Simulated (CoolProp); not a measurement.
Vapour-liquid equilibrium of n-heptane (1) + n-dodecane (2) at 0.0219 MPa; x and y are mole fractions of (1).

Model: multi-fluid Helmholtz-energy mixture model, Span 2003 and Lemmon 2004; pair parameters Bell 2016, in CoolProp.

```
x      bubble temperature (K)  y at the bubble point  dew temperature at overall composition x (K)  liquid density (mol/L)
-----  ----------------------  ---------------------  --------------------------------------------  ----------------------
0.05                        …                  0.558                                         432.5                   3.946
0.125                   388.0                  0.839                                         430.1                   4.169
0.2                     372.9                  0.925                                         427.5                   4.363
0.275                   362.5                  0.959                                         424.7                   4.544
0.35                        …                  0.976                                         421.7                   4.721
0.425                   349.0                  0.984                                         418.4                       …
0.5                     344.4                  0.989                                         414.7                   5.081
0.575                   340.6                  0.993                                         410.5                   5.269
0.65                    337.4                  0.995                                         405.6                   5.465
0.725                   334.7                  0.997                                         399.9                   5.670
0.8                     332.3                      …                                         392.6                       …
0.875                   330.1                  0.999                                             …                   6.118
0.95                        …                  1.000                                         365.9                   6.363
```

### Question
Some entries are withheld; supply them.

### Answer

- 0.05, bubble temperature (K): 411.5
- 0.35, bubble temperature (K): 354.9
- 0.425, liquid density (mol/L): 4.899
- 0.8, y at the bubble point: 0.998
- 0.8, liquid density (mol/L): 5.888
- 0.875, dew temperature at overall composition x (K): 382.7
- 0.95, bubble temperature (K): 328.1

No azeotrope shows between x = 0.05 and 0.95.

The pair parameters rest on a limited set of measurements; away from them the model extrapolates. The gap from Raoult's law changes sign with composition, which may be real or a fault of the pair parameters; it wasn't checked against measurements.
